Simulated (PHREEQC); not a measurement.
Make-up at 25 °C: 0.059 mol Al2(SO4)3, 0.00012 mol HBF4, 0.00016 mol CuCl2 and 0.00265 mol KHCO3 per kg of water. Closed to the air; pH follows from the charge balance.

Computed with PHREEQC (ion-association model, phreeqc.dat).

```yaml
pH: 4.59
ionic_strength: 0.190 mol/kgw
total_alkalinity: 2.17 meq/kg
```

```tsv
species	molality	activity	log γ
AlSO4+	0.0754	0.0552	-0.135
SO4-2	0.0418	0.0125	-0.525
Al(SO4)2-	0.0297	0.0218	-0.135
Al+3	0.0105	0.00140	-0.874
CO2	0.00259	0.00270	0.019
K+	0.00245	0.00175	-0.145
AlOH+2	0.00173	0.000545	-0.501
AlF+2	0.000478	0.000151	-0.501
Cl-	0.000320	0.000230	-0.143
```

This is a speciation only: nothing precipitates in the calculation. Examples of supersaturated solids here: Al(OH)3(a), Gibbsite (slow to form). Others may be too. Real BF4- forms and hydrolyses slowly; the run takes it at equilibrium. Fluoro complexes past AlF4- and FeF3 are missing from the database.
